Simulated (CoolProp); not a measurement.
Values from CoolProp's reference Helmholtz-energy equation of state, Outcalt 1996. It is a modified Benedict-Webb-Rubin equation, recast in Helmholtz form.

For R152A, give the phase and the density (kg/m³), viscosity (µPa s), conductivity (mW/(m K)) at 190.95 °C and 7840 kPa; 208.85 °C and 7840 kPa.


- 190.95 °C and 7840 kPa: supercritical; density 208, viscosity 22.4, conductivity 43.5
- 208.85 °C and 7840 kPa: supercritical; density 183, viscosity 21.8, conductivity 42.5

Viscosity comes from a separate model (Bell 2016), an estimate that may be off by 10 % or more. Thermal conductivity comes from a separate model (Krauss 1996).
